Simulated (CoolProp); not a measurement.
Saturation properties of p-xylene (Tc = 343.0 °C, pc = 35.32 bar, ω = 0.324).

Computed with CoolProp (reference Helmholtz-energy equation of state, Zhou 2012).

```tsv
T (°C)	p (bar)	liquid density (kg/m³)	vapour density (kg/m³)	enthalpy of vaporisation (kJ/kg)	liquid cp (kJ/(kg K))
159.25	1.719	731.7	5.442	323.0	2.193
173.05	2.360	717.1	7.371	313.6	2.247
186.75	3.166	702.0	9.789	303.9	2.303
200.45	4.167	686.3	12.81	293.5	2.361
214.25	5.402	669.7	16.59	282.3	2.423
227.95	6.885	652.2	21.22	270.4	2.488
241.75	8.671	633.6	27.00	257.4	2.561
255.45	10.77	613.7	34.13	243.2	2.642
269.25	13.26	591.8	43.14	227.2	2.739
282.95	16.15	567.8	54.56	209.1	2.862
296.75	19.52	540.1	69.69	187.7	3.035
310.45	23.41	507.3	90.47	161.8	3.319
```

It boils at 138.3 °C under 1 atm.
